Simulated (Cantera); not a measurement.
A perfectly stirred reactor is fed with NH3 : H2 = 1 : 0.11 (molar parts), at 0.168 atm; it is held at 1750 K, and followed from long to short residence time.

Model: the gas-phase N/H chemistry of the illustrative SiF4/NH3 mechanism in the Surface Chemkin manual (1991), integrated in Cantera. Walls and surfaces, which speed up NH3 decomposition in real reactors, are not modelled.

```tsv
quantity	before	after
x(NH3) at τ = 4.80 s	0.320	0.0190
x(H2) at τ = 4.80 s	0.527	0.748
x(NH2) at τ = 4.80 s	0.000161	0.000105
x(N2) at τ = 4.80 s	0.153	0.232
x(H) at τ = 4.80 s	0.000102	0.00140
x(NH3) at τ = 74.0 ms	0.874	0.527
x(H2) at τ = 74.0 ms	0.118	0.374
x(NH2) at τ = 74.0 ms	0.000309	0.000947
x(N2) at τ = 74.0 ms	0.00686	0.0979
x(H) at τ = 74.0 ms	1.62e-5	0.000230
```

Question: Which change was made?
A. pressure from 0.168 atm to 0.128 atm
B. H2 0.11 to 0.45 parts
C. pressure from 0.168 atm to 0.0132 atm
D. temperature 1750 to 2023 K

Answer: D, temperature 1750 to 2023 K
